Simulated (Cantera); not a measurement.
**Thermodynamics of roasting and sulfation, feed FeS + H2S + CO2**

Feed: 1 mol FeS, 1.7 mol H2S, a varied amount of CO2, held at 1825 K and 13300 Pa.

These are equilibrium values from Cantera (NASA tables, ideal gas, pure condensed phases), not measurements of a reactor. Candidate condensed phases: C, C6H6, C7H8, C8H18, Fe, Fe(CO)5, FeO, Fe(OH)2, Fe(OH)3, FeS, FeSO4, FeS2, Fe2O3, Fe2(SO4)3, Fe3O4, H2O, H2SO4, S; 127 gas species. FeS: taken at fixed stoichiometry. The numbers say what is thermodynamically allowed, not how fast it happens.

```
n(CO2) (mol)  log p H2  log p CO  log p S2  log p H2O  log p CO2  log p H2S  log p SO2  log p SH  log p SO  n FeS(l)
------------  --------  --------  --------  ---------  ---------  ---------  ---------  --------  --------  --------
0.39             -1.28     -1.77     -1.47      -1.79      -2.88      -2.02      -3.57     -2.71     -3.47     1.000
0.74             -1.41     -1.58     -1.53      -1.63      -2.39      -2.17      -2.99     -2.80     -3.19     1.000
1.1              -1.53     -1.49     -1.58      -1.56      -2.12      -2.32      -2.66     -2.88     -3.04     1.000
1.4              -1.61     -1.44     -1.63      -1.55      -1.97      -2.43      -2.48     -2.95     -2.96     1.000
1.8              -1.71     -1.40     -1.69      -1.54      -1.83      -2.55      -2.32     -3.03     -2.89     1.000
2.1              -1.77     -1.38     -1.74      -1.55      -1.76      -2.64      -2.23     -3.08     -2.86     1.000
2.5              -1.84     -1.36     -1.80      -1.57      -1.68      -2.75      -2.14     -3.15     -2.83     1.000
```
log p: log10 of the partial pressure in bar; n: condensed amount in mol.

From 0.39 mol CO2 to 2.5 mol CO2 the condensed part is FeS(l). The main Fe-bearing gas is Fe throughout.
